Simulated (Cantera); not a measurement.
A closed system holds: 1 mol Si₃N₄, 0.0019 mol Si, 0.44 mol H₂, equilibrated at 31.0 Pa.

Cantera equilibrium calculation (NASA polynomials, part measured and part estimated; ideal gas, pure solids and liquids). Candidate condensed phases: Si, Si₃N₄; 18 gas species. Gases not in the tables: Si₂H₆ and higher silanes. Rates play no part.

Problem. What share of the Si ends up in condensed phases as a function of T (K), at 1873, 1923, 1973, 2023, 2073, 2123, 2173, 2223, 2273, 2323, 2373, 2423?

Solution. 
```csv
T (K),Si condensed (%),as
1873,97.5,Si(l)
1923,95.0,Si(l)
1973,90.2,Si(l)
2023,80.4,Si(l)
2073,57.9,Si(l)
2123,0.0,-
2173,0.0,-
2223,0.0,-
2273,0.0,-
2323,0.0,-
2373,0.0,-
2423,0.0,-
```
